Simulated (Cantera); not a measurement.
An isothermal, constant-pressure homogeneous reactor starts with CH4 : N2 = 1 : 4.6 (molar parts), at 1825 K and 0.0790 bar. Integrator tolerance rtol = 1e-08.

Computed with Cantera and GRI-Mech 3.0 (53 species, 325 reactions). GRI-Mech 3.0 stops at C3 and has no aromatics, soot or wall deposition, so with more carbon than oxygen in the feed, carbon stays in small species such as C2H2 where larger ones or solid carbon would form.

**Question.** What does this change do: temperature 1825 to 1250 K?

**Answer.** 
| quantity | before | after |
|---|---|---|
| x(CH4) at 3.00 s | 0.000137 (gas-phase equilibrium 7.23e-5) | 0.178 (gas-phase equilibrium 0.0262) |
| x(H2) at 3.00 s | 0.227 (gas-phase equilibrium 0.227) | 6.29e-5 (gas-phase equilibrium 0.192) |
| x(C2H4) at 3.00 s | 2.65e-5 (gas-phase equilibrium 1.09e-5) | 1.44e-5 (gas-phase equilibrium 0.00286) |
| x(C2H6) at 3.00 s | 7.09e-10 (gas-phase equilibrium 2.23e-10) | 2.87e-5 (gas-phase equilibrium 3.70e-6) |
| x(C2H) at 3.00 s | 2.43e-6 (gas-phase equilibrium 1.00e-6) | <1e-12 (gas-phase equilibrium 3.82e-11) |
| x(HCN) at 3.00 s | 2.88e-5 (gas-phase equilibrium 0.0891) | <1e-12 (gas-phase equilibrium 0.0575) |

**Question.** What does this change do: CH4 1 to 0.47 parts?

**Answer.** 
```tsv
quantity	before	after
x(CH4) at 3.00 s	0.000137 (gas-phase equilibrium 7.23e-5)	5.54e-5 (gas-phase equilibrium 1.87e-5)
x(H2) at 3.00 s	0.227 (gas-phase equilibrium 0.227)	0.127 (gas-phase equilibrium 0.127)
x(C2H4) at 3.00 s	2.65e-5 (gas-phase equilibrium 1.09e-5)	8.31e-6 (gas-phase equilibrium 2.34e-6)
x(C2H6) at 3.00 s	7.09e-10 (gas-phase equilibrium 2.23e-10)	1.90e-10 (gas-phase equilibrium 2.67e-11)
x(C2H) at 3.00 s	2.43e-6 (gas-phase equilibrium 1.00e-6)	1.82e-6 (gas-phase equilibrium 5.12e-7)
x(HCN) at 3.00 s	2.88e-5 (gas-phase equilibrium 0.0891)	4.26e-5 (gas-phase equilibrium 0.0610)
```
